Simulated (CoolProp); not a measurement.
Properties of tetrahydrofuran along the isotherm 20.35 °C (Tc = 267.0 °C, pc = 5.304 MPa, ω = 0.234).

The numbers come from the reference Helmholtz-energy equation of state, Fiedler 2023 in CoolProp.

```csv
p (MPa),phase,isothermal compressibility (1/MPa),expansivity (1/kK),fugacity coefficient
0.663,liquid,0.0009572,1.231,0.02688
1.33,liquid,0.0009509,1.225,0.01370
1.99,liquid,0.0009447,1.220,0.009360
2.65,liquid,0.0009387,1.215,0.007185
3.32,liquid,0.0009326,(withheld),0.005864
3.98,liquid,0.0009267,1.206,0.005000
4.64,liquid,0.0009209,1.201,0.004384
5.3,liquid,0.0009152,1.196,0.003923
5.97,liquid,0.0009095,(withheld),0.003561
6.63,liquid,0.0009040,1.187,0.003277
7.29,liquid,0.0008985,1.182,(withheld)
7.96,liquid,0.0008930,1.178,0.002852
```

Problem. Some entries are withheld; supply them.

Solution. 
- 3.32, expansivity (1/kK): 1.210
- 5.97, expansivity (1/kK): 1.191
- 7.29, fugacity coefficient: 0.003046
